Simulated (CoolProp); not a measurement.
Properties of dimethyl ether along the isotherm 251.85 °C (Tc = 127.2 °C, pc = 5.337 MPa, ω = 0.196).

Values from CoolProp's reference Helmholtz-energy equation of state, Wu 2011.

| p (MPa) | phase | density (kg/m³) | Joule-Thomson coefficient (K/MPa) | isothermal compressibility (1/MPa) |
|---|---|---|---|---|
| 0.158 | gas | 1.675 | 4.195 | 6.358 |
| 0.3 | gas | 3.193 | ___ | 3.362 |
| 0.568 | gas | 6.092 | 4.210 | 1.789 |
| 1.08 | gas | 11.76 | 4.229 | 0.9546 |
| 2.04 | gas | 22.83 | 4.264 | ___ |
| 3.87 | gas | 45.71 | 4.323 | 0.2883 |
| 7.34 | supercritical | 96.39 | ___ | 0.1671 |
| 13.9 | supercritical | 214.7 | 3.102 | 0.08575 |
| 26.4 | supercritical | 378.0 | ___ | 0.02166 |
| 50 | supercritical | 492.8 | ___ | 0.006257 |

Question: Complete the blanks.

Answer: 
- 0.3, Joule-Thomson coefficient (K/MPa): 4.200
- 2.04, isothermal compressibility (1/MPa): 0.5192
- 7.34, Joule-Thomson coefficient (K/MPa): 4.299
- 26.4, Joule-Thomson coefficient (K/MPa): 0.8529
- 50, Joule-Thomson coefficient (K/MPa): 0.02086
